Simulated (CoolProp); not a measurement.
A simple Rankine cycle with R113: condensing at 321.15 K, boiler at 1.21 MPa, turbine inlet 427.6 K, turbine efficiency 0.7, pump efficiency 0.6, no recuperator. Each further row changes one setting.

Computed with CoolProp (reference Helmholtz-energy equation of state, Marx 1992).

```tsv
case	thermal efficiency (%)	net work (kJ/kg)	heat in (kJ/kg)	turbine exit temperature (K)	volume ratio over the turbine
as stated	12.4	25.7	207	373.2	13.0
turbine inlet 447.6 K	12.3	27.7	224	394.4	12.5
condensing temperature 313.15 K	13.4	28.6	214	368.7	17.0
boiler pressure 0.847 MPa	11.0	23.4	213	384.4	8.49
turbine efficiency 0.6	10.6	21.9	207	378.4	13.2
```
